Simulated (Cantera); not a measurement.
# TEOS + CO₂ + H₂ (silicon oxide and oxynitride deposition)

Input: 1 mol TEOS, 2.6 mol CO₂, 2.8 mol H₂, equilibrated at 1348.15 K and 0.420 Torr.

These are equilibrium values from Cantera (NASA tables, ideal gas, pure condensed phases), not measurements of a reactor. Candidate condensed phases: C, C₆H₆, C₇H₈, C₈H₁₈, H₂O, Si, SiC, SiO₂; 123 gas species. The feed counts by its element totals alone. The numbers say what is thermodynamically allowed, not how fast it happens.

```yaml
x(H₂): 0.582
x(CO): 0.418
x(SiO): 0.000403
x(H): 7.47e-5
x(CH₄): 1.10e-6
n(C(graphite)): 0.418 mol
n(SiC(s)): 0.991 mol
gas_amount: 22.00 mol
log10 activity of Si(s) (absent): -2.42
```
